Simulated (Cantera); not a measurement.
Input: 1 mol Al, 57 mol NH3, 380 mol H2, 0.91 mol N2, held at 2073 K and 0.340 bar.

These are equilibrium values from Cantera (NASA tables, ideal gas, pure condensed phases), not measurements of a reactor. Candidate condensed phases: Al, AlN; 13 gas species. Rates play no part.

Base state: H2 0.935, N2 0.0591, H 0.00436, Al 0.00162, AlH 0.000218 (mole fractions); condensed: AlN(s).

Task: What changes in the equilibrium state with this change: temperature from 2073 K to 848 K?

Result: 
```csv
species,before,after
H2,0.935,0.941
N2,0.0591,0.0584
NH3,1.33e-6,0.000142
H,0.00436,<1e-9
Al,0.00162,<1e-9
AlH,0.000218,<1e-9
"AlN(s), mol",0.0878,1.00
```
